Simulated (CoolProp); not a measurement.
Vapour-liquid equilibrium of toluene (1) + ethylbenzene (2) at 701 kPa; x and y are mole fractions of (1).

Values from CoolProp's multi-fluid Helmholtz-energy mixture model, Lemmon 2006 and Zhou 2012; pair parameters Bell 2016.

```csv
x,"bubble temperature, mixture model (°C)","bubble temperature, Raoult's law (°C)","y, mixture model","y, Raoult's law"
0.05,224.8,224.8,0.074,0.081
0.125,222.2,222.0,0.178,0.194
0.2,219.7,219.3,0.274,0.297
0.275,217.2,216.7,0.364,0.392
0.35,214.9,214.2,0.449,0.478
0.425,212.7,211.8,0.528,0.558
0.5,210.4,209.5,0.604,0.631
0.575,208.2,207.3,0.675,0.699
0.65,206.1,205.2,0.742,0.762
0.725,203.9,203.1,0.805,0.820
0.8,201.8,201.2,0.864,0.874
0.875,199.7,199.3,0.919,0.924
0.95,197.6,197.4,0.969,0.971
```

The largest gap from Raoult's law is +0.9 K in bubble temperature, at x = 0.575. No azeotrope shows between x = 0.05 and 0.95.

Pair parameters are fitted to limited data, so mixtures are less certain than the pure fluids.
